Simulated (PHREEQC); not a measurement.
**Copper plating or etch bath: speciation**

Consider water at 40 °C with 17 mmol/kgw CuCl2 and 1.9 mmol/kgw HCl. Closed to the air; pH follows from the charge balance.

Computed with PHREEQC (ion-association model, phreeqc.dat).

Precipitation was switched off in this run.

### Question
What pH does the model give?

### Answer
pH 2.79.

### Question
In which forms is Cu present?

### Answer
Cu+2 92 %, CuCl+ 8.1 % of the Cu.

At this temperature some constants are extrapolated from 25 °C, and those without enthalpy data are left unchanged.
